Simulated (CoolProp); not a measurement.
The fluid at 301.36 K and 5.58 MPa (liquid) is heated at constant pressure to 374.4 K. The same conditions are run with several fluids, on thermodynamics alone (safety and materials aside).

The numbers come from the reference Helmholtz-energy equation of state of each fluid (tetrahydrofuran: Fiedler 2023; R134a: Tillner-Roth 1994; isobutane: Bücker 2006; n-butane: Bücker 2006; n-nonane: Lemmon 2006) in CoolProp.

```csv
fluid,heat (kJ/kg),final phase,final density (kg/m³)
tetrahydrofuran,136,liquid,802
R134a,118,supercritical,840
isobutane,193,liquid,456
n-butane,193,liquid,486
n-nonane,172,liquid,660
```
